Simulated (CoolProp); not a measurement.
Saturation properties of isopentane (Tc = 187.2 °C, pc = 3378 kPa, ω = 0.227).

Computed with CoolProp (reference Helmholtz-energy equation of state, Lemmon 2006). It is a short technical equation, of lower accuracy than the large ones.

| T (°C) | p (kPa) | enthalpy of vaporisation (kJ/kg) | surface tension (mN/m) | liquid conductivity (mW/(m K)) |
|---|---|---|---|---|
| 29.75 | 108.2 | 341.8 | 13.9 | 100 |
| 33.35 | 122.2 | 339.0 | 13.6 | 99.2 |
| 36.85 | 137.0 | 336.2 | 13.2 | 98.2 |
| 40.45 | 153.7 | 333.3 | 12.8 | 97.1 |
| 44.05 | 171.9 | 330.3 | 12.4 | 96.0 |
| 47.65 | 191.7 | 327.3 | 12.0 | 95.0 |
| 51.25 | 213.2 | 324.2 | 11.7 | 93.9 |
| 54.75 | 235.8 | 321.1 | 11.3 | 92.9 |
| 58.35 | 260.9 | 317.9 | 10.9 | 91.8 |
| 61.95 | 288.1 | 314.6 | 10.6 | 90.7 |
| 65.55 | 317.3 | 311.3 | 10.2 | 89.7 |

It boils at 27.8 °C under 1 atm.

Thermal conductivity comes from a separate model (Vassiliou 2015). Surface tension comes from a separate correlation (Mulero 2012).
